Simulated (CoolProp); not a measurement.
Vapour-liquid equilibrium of benzene (1) + n-decane (2) at 545 kPa; x and y are mole fractions of (1).

Values from CoolProp's multi-fluid Helmholtz-energy mixture model, Thol 2012 and Lemmon 2006; pair parameters Bell 2016.

Give the bubble temperature and the first vapour's composition at x = 0.05, 0.55, 0.95. Is there an azeotrope?

x = 0.05: 244.9 °C, y = 0.168; x = 0.55: 175.0 °C, y = 0.893; x = 0.95: 149.2 °C, y = 0.993. No azeotrope shows between x = 0.05 and 0.95.

The pair parameters rest on a limited set of measurements; away from them the model extrapolates.
